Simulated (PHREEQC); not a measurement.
## Metal-bearing waste water: speciation

Dissolve 0.13 mol/kgw MnSO4, 0.012 mol/kgw H2SO4 and 0.041 mol/kgw NaCl at 25 °C. Closed to the air; pH follows from the charge balance.

The numbers come from PHREEQC with the ion-association model, wateq4f.dat.

Each row changes one thing in this solution. No solid was allowed to form.

| case | pH | ionic strength (mol/kgw) | Mn+2 (mol/kgw) | SO4-2 (mol/kgw) | MnSO4 (mol/kgw) | HSO4- (mol/kgw) | SI of Mirabilite (Na2SO4:10H2O) | SI of Halite (NaCl) |
|---|---|---|---|---|---|---|---|---|
| as made | 2.18 | 0.334 | 0.0720 | 0.0684 | 0.0550 | 0.0154 | -3.82 | -4.74 |
| 0.015 mol/kgw TMAH added | (withheld) | 0.343 | 0.0698 | 0.0753 | 0.0573 | 0.00596 | -3.79 | -4.74 |
| H2SO4 replaced by NH4HSO4 at the same molality | 2.49 | 0.339 | 0.0707 | 0.0723 | 0.0563 | 0.00785 | -3.80 | -4.74 |
| temperature from 25 to 90 °C | (withheld) | 0.259 | 0.0563 | 0.0469 | 0.0715 | (withheld) | -6.52 | -4.87 |
| 0.1 mol/kgw NH3 added | 9.86 | 0.345 | 0.0666 | 0.0771 | 0.0558 | 3.53e-10 | -3.79 | -4.74 |
| MnSO4 from 0.13 to 0.026 mol/kgw | 1.94 | 0.127 | 0.0175 | 0.0193 | 0.00751 | 0.00983 | -4.10 | -4.62 |
| temperature from 25 to 20 °C | 2.16 | 0.343 | 0.0739 | 0.0708 | 0.0530 | 0.0150 | -3.57 | -4.73 |

**Question.** Fill in the missing entries.

**Answer.** 
- 0.015 mol/kgw TMAH added, pH: 2.63
- temperature from 25 to 90 °C, pH: 2.60
- temperature from 25 to 90 °C, HSO4- (mol/kgw): 0.0207

Some of these states are supersaturated (in Pyrochroite, for instance). (CH3)4N+ isn't in the database: it is added as a free cation with an ion size of 4 Å. Constants without temperature data keep their 25 °C values here.
